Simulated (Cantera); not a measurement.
**Si2Cl6 + NH3 + N2 (silicon nitride deposition)**

A closed system holds: 1 mol Si2Cl6, 0.38 mol NH3, 6.3 mol N2, held at 1800 K and 80.0 Pa.

Method: chemical equilibrium by Gibbs-energy minimisation in Cantera with the NASA 1993 tables (ideal gas, pure condensed phases). Candidate condensed phases: NH4Cl, Si, Si3N4; 28 gas species. The feed counts by its element totals alone. The tables' values for SiCl3, SiCl are old estimates; treat these amounts as uncertain. The numbers say what is thermodynamically allowed, not how fast it happens.

x(N2): 0.632
x(SiCl2): 0.176
x(HCl): 0.110
x(Cl): 0.0632
x(SiCl3): 0.0164
x(SiCl4): 0.00246
x(H2): 0.000285
x(H): 0.000214
x(SiCl): 8.46e-5
gas amount: 10.28 mol
log10 activity of Si(l) (absent): -2.87
